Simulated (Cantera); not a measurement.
A closed system holds: 1 mol SiO₂, 17 mol HF, 0.096 mol O₂, equilibrated at 1127 °C and 11.3 Torr.

Cantera equilibrium calculation (NASA polynomials, part measured and part estimated; ideal gas, pure solids and liquids). Candidate condensed phases: H₂O, Si, SiO₂; 38 gas species. The tables hold silica as quartz up to 1696 K and as liquid above; real silica turns to tridymite and cristobalite and melts near 1996 K. Rates play no part.

Task: What is the equilibrium state?

Result: 
- x(HF): 0.822
- x(H₂O): 0.114
- x(SiF₄): 0.0572
- x(O₂): 0.00593
- x(OH): 3.86e-5
- x(H₂): 5.48e-6
- n(SiO₂(β-quartz)): 0.0751 mol
- gas amount: 16.17 mol
- log10 activity of Si(s) (absent): -20.60
